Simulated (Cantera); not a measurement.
# Carbon deposition, reforming and gasification: C2H2 + NH3 + H2

Charge: 1 mol C2H2, 0.2 mol NH3, 11 mol H2, equilibrated at 1 atm.

Cantera equilibrium calculation (NASA polynomials, part measured and part estimated; ideal gas, pure solids and liquids). Candidate condensed phases: C, C6H6, C7H8, C8H18; 92 gas species. Equilibrium is a limit: real reactors are often held back by kinetics, nucleation or transport.

From 302 °C to 602 °C nothing is condensed. From 652 °C to 852 °C the condensed part is C(graphite). The main C-bearing gas is CH4 throughout.

```csv
T (°C),log p H2,log p CH4,log p N2,log p NH3,n C(graphite)
302,-0.09,-0.71,-2.11,-2.38,0
352,-0.09,-0.71,-2.05,-2.73,0
402,-0.09,-0.71,-2.03,-3.04,0
452,-0.09,-0.71,-2.02,-3.31,0
502,-0.09,-0.71,-2.02,-3.56,0
552,-0.09,-0.71,-2.01,-3.78,0
602,-0.09,-0.71,-2.01,-3.97,0
652,-0.07,-0.79,-2.03,-4.13,0.299
702,-0.04,-0.99,-2.05,-4.25,0.864
752,-0.03,-1.19,-2.06,-4.38,1.25
802,-0.02,-1.38,-2.07,-4.50,1.51
852,-0.01,-1.56,-2.08,-4.61,1.67
```
log p: log10 of the partial pressure in bar; n: condensed amount in mol.
